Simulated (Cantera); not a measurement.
**Ammonia decomposition in nitride growth gas**

An isothermal, constant-pressure homogeneous reactor starts with 78.7 % NH3, 21.3 % N2, at 1873 K and 1.01 bar.

Detailed kinetics in Cantera: the gas-phase N/H chemistry of the illustrative SiF4/NH3 mechanism in the Surface Chemkin manual (1991). Walls and surfaces, which speed up NH3 decomposition in real reactors, are not modelled.

```
t (s)      x NH3      x H2   x N2      x N   x N2H2
--------  ------  --------  -----  -------  -------
0.000200   0.786  0.000634  0.213  2.45e-9  2.34e-6
0.000434   0.785   0.00194  0.213  5.51e-9  3.21e-6
0.000941   0.781   0.00495  0.213  1.11e-8  3.23e-6
0.00204    0.773    0.0114  0.215  2.29e-8  3.17e-6
0.00443    0.757    0.0251  0.217  4.59e-8  3.04e-6
0.00960    0.724    0.0532  0.223  8.33e-8  2.80e-6
0.0208     0.658     0.108  0.233  1.28e-7  2.38e-6
0.0452     0.544     0.204  0.252  1.67e-7  1.75e-6
0.0980     0.378     0.343  0.278  1.91e-7  1.03e-6
0.213      0.200     0.493  0.307  1.97e-7  4.25e-7
0.461     0.0728     0.599  0.327  1.70e-7  1.06e-7
1.00      0.0190     0.644  0.336  1.02e-7  1.43e-8
```
x: mole fraction; the columns are a selection and need not sum to one.

Equilibrium at this temperature and pressure: NH3 7.94e-6, H2 0.660, N2 0.339, N 7.35e-11, N2H2 <1e-12 (gas phase only).
